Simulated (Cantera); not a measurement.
Mixture: CH₄ : O₂ : N₂ = 1 : 2.5 : 8.25 (molar parts), equivalence ratio 0.80, at 500000 Pa, adiabatic and at constant pressure. Ignition delay is the time to a rise of 400 K.

Computed with Cantera and GRI-Mech 3.0 (53 species, 325 reactions).

Task: Predict: delay at 1250 K; delay at 1350 K; delay at 1450 K; delay at 1550 K; delay at 1650 K; delay at 1750 K; delay at 1850 K; apparent activation energy between 1650 and 1850 K.

Result: 
```
Property                                                Result
--------------------------------------------------  ----------
delay at 1250 K                                        4.24 ms
delay at 1350 K                                        1.31 ms
delay at 1450 K                                       0.450 ms
delay at 1550 K                                       0.172 ms
delay at 1650 K                                        73.4 µs
delay at 1750 K                                        34.8 µs
delay at 1850 K                                        18.3 µs
apparent activation energy between 1650 and 1850 K  180 kJ/mol
```
